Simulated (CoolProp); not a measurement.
Model: reference Helmholtz-energy equation of state, Wu 2011, in CoolProp.

Problem. Give the vapour pressure (MPa), liquid density (kg/m³), surface tension (mN/m), liquid viscosity (µPa s) of saturated dimethyl ether at -1.55, 10.45, 46.25 °C.

Solution. 
```csv
T (°C),p (MPa),liquid density (kg/m³),surface tension (mN/m),liquid viscosity (µPa s)
-1.55,0.252,702,15.1,162
10.45,0.379,684,13.4,145
46.25,1.04,625,8.44,107
```

Viscosity comes from a separate model (Meng 2012). Surface tension comes from a separate correlation (Mulero 2012).
